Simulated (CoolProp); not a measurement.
Vapour-liquid equilibrium of benzene (1) + octamethylcyclotetrasiloxane (D4) (2) at 0.298 bar; x and y are mole fractions of (1).

The numbers come from the multi-fluid Helmholtz-energy mixture model, Thol 2012 and Thol 2015; pair parameters Bell 2016 in CoolProp.

**Question.** Give the bubble temperature and the first vapour's composition at x = 0.275, 0.35, 0.725. Is there an azeotrope?

**Answer.** x = 0.275: 79.7 °C, y = 0.913; x = 0.35: 72.4 °C, y = 0.946; x = 0.725: 53.2 °C, y = 0.991. No azeotrope shows between x = 0.05 and 0.95.

Pair parameters are fitted to limited data, so mixtures are less certain than the pure fluids. The gap from Raoult's law changes sign with composition, which may be real or a fault of the pair parameters; it wasn't checked against measurements.
